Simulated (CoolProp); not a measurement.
Vapour pressure (MPa) of water: the reference equation beside estimates from Tc = 373.9 °C, pc = 22.06 MPa, ω = 0.344.

Computed with CoolProp (reference Helmholtz-energy equation of state, Wagner 2002).

| T (°C) | reference | van der Waals | Redlich-Kwong |
|---|---|---|---|
| 39.05 | 0.007019 | 0.4795 | 0.02995 |
| 71.65 | 0.03350 | 0.9319 | 0.1154 |
| 104.25 | 0.1178 | 1.624 | 0.3333 |
| 136.85 | 0.3305 | 2.607 | 0.7830 |
| 169.45 | 0.7817 | 3.926 | 1.582 |
| 202.05 | 1.623 | 5.623 | 2.854 |
| 234.65 | 3.043 | 7.733 | 4.724 |
| 267.25 | 5.270 | 10.29 | 7.309 |
| 299.85 | 8.570 | 13.31 | 10.72 |
| 332.45 | 13.27 | 16.83 | 15.06 |

Absolute difference from the reference over all 10 rows, mean and median: van der Waals 1236.1 and 324.3 %, Redlich-Kwong 120.2 and 89.1 %.
